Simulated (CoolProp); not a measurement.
Saturation properties of sulfur hexafluoride (Tc = 45.6 °C, pc = 3755 kPa, ω = 0.210).

Computed with CoolProp (reference Helmholtz-energy equation of state, Guder 2009).

```json
[
 {"T (°C)": "-25.35", "p (kPa)": "577.9", "liquid density (kg/m³)": "?", "vapour Z": "0.8663", "surface tension (mN/m)": "7.94"},
 {"T (°C)": "-20.25", "p (kPa)": "683.9", "liquid density (kg/m³)": "1688", "vapour Z": "0.8494", "surface tension (mN/m)": "7.22"},
 {"T (°C)": "-15.25", "p (kPa)": "801.2", "liquid density (kg/m³)": "1659", "vapour Z": "0.8316", "surface tension (mN/m)": "6.53"},
 {"T (°C)": "-10.15", "p (kPa)": "?", "liquid density (kg/m³)": "1627", "vapour Z": "0.8119", "surface tension (mN/m)": "5.84"},
 {"T (°C)": "-5.15", "p (kPa)": "1083", "liquid density (kg/m³)": "1594", "vapour Z": "0.7911", "surface tension (mN/m)": "5.18"},
 {"T (°C)": "-0.05", "p (kPa)": "1250", "liquid density (kg/m³)": "1558", "vapour Z": "?", "surface tension (mN/m)": "?"},
 {"T (°C)": "4.95", "p (kPa)": "1432", "liquid density (kg/m³)": "1522", "vapour Z": "0.7438", "surface tension (mN/m)": "3.90"},
 {"T (°C)": "9.95", "p (kPa)": "1632", "liquid density (kg/m³)": "1482", "vapour Z": "0.7174", "surface tension (mN/m)": "?"},
 {"T (°C)": "15.05", "p (kPa)": "1858", "liquid density (kg/m³)": "1439", "vapour Z": "0.6879", "surface tension (mN/m)": "2.70"},
 {"T (°C)": "20.05", "p (kPa)": "2100", "liquid density (kg/m³)": "?", "vapour Z": "0.6559", "surface tension (mN/m)": "2.15"}
]
```

Problem. Fill in the missing entries.

Solution. 
- -25.35, liquid density (kg/m³): 1718
- -10.15, p (kPa): 935.6
- -0.05, vapour Z: 0.7682
- -0.05, surface tension (mN/m): 4.52
- 9.95, surface tension (mN/m): 3.29
- 20.05, liquid density (kg/m³): 1392

Surface tension comes from a separate correlation (Mulero 2012).
